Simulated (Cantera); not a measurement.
Charge: 1 mol V, 1.5 mol N2, held at 2798 K and 0.188 Torr.

Cantera equilibrium calculation (NASA polynomials, part measured and part estimated; ideal gas, pure solids and liquids). Candidate condensed phases: V, VN; 4 gas species. Rates play no part.

Problem. What is the equilibrium state?

Solution. 
```json
{
  "x(N2)": "0.600",
  "x(V)": "0.400",
  "x(N)": "0.000169",
  "x(VN)": "7.68e-6",
  "gas_amount": "2.500 mol",
  "log10 activity of V(l) (absent)": "-1.94"
}
```
